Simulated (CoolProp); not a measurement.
Vapour-liquid equilibrium of R143a (1) + propane (2) at 461 kPa; x and y are mole fractions of (1).

The numbers come from the multi-fluid Helmholtz-energy mixture model, Lemmon and Jacobsen 2000 and Lemmon 2009; pair parameters Bell 2016 in CoolProp.

| x | bubble temperature, mixture model (°C) | bubble temperature, Raoult's law (°C) | y, mixture model | y, Raoult's law |
|---|---|---|---|---|
| 0.05 | -5.4 | -1.4 | 0.158 | 0.064 |
| 0.2 | ___ | -2.8 | ___ | 0.246 |
| 0.35 | -14.3 | -4.2 | 0.482 | 0.412 |
| 0.5 | -15.1 | -5.4 | ___ | 0.566 |
| 0.65 | -15.1 | -6.6 | 0.616 | 0.707 |
| 0.8 | ___ | -7.7 | ___ | 0.839 |
| 0.95 | -11.0 | -8.8 | ___ | 0.961 |

Some entries are withheld; supply them.


- 0.2, bubble temperature, mixture model (°C): -12.0
- 0.2, y, mixture model: 0.385
- 0.5, y, mixture model: 0.547
- 0.8, bubble temperature, mixture model (°C): -14.1
- 0.8, y, mixture model: 0.718
- 0.95, y, mixture model: 0.903

The largest gap from Raoult's law is -10.1 K in bubble temperature, at x = 0.35. y crosses x between x = 0.5 and 0.65: the model has an azeotrope there.

The pair parameters rest on a limited set of measurements; away from them the model extrapolates.
